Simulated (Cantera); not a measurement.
A closed system holds: 1 mol SrCl₂, 8.6 mol H₂, at 1848.15 K and 1.00 bar.

Method: chemical equilibrium by Gibbs-energy minimisation in Cantera with the NASA 1993 tables (ideal gas, pure condensed phases). Candidate condensed phases: Sr, SrCl₂; 8 gas species. The numbers say what is thermodynamically allowed, not how fast it happens.

Base state: H₂ 0.967, SrCl₂ 0.0304, HCl 0.00109, SrCl 0.000856, H 0.000522, Sr 0.000118 (mole fractions); condensed: SrCl₂(l).

Q: What changes in the equilibrium state with this change: SrCl₂ replaced by LiCl?

A: 
```json
[
 {"species": "H₂", "before": "0.967", "after": "0.895"},
 {"species": "LiCl", "before": "0", "after": "0.101"},
 {"species": "Li₂Cl₂", "before": "0", "after": "0.00116"},
 {"species": "SrCl₂", "before": "0.0304", "after": "0"},
 {"species": "Li", "before": "0", "after": "0.00103"},
 {"species": "SrCl", "before": "0.000856", "after": "0"},
 {"species": "Sr", "before": "0.000118", "after": "0"},
 {"species": "SrCl₂(l), mol", "before": "0.722", "after": "0"}
]
```
Further candidate phases: Li, LiCl, LiH.
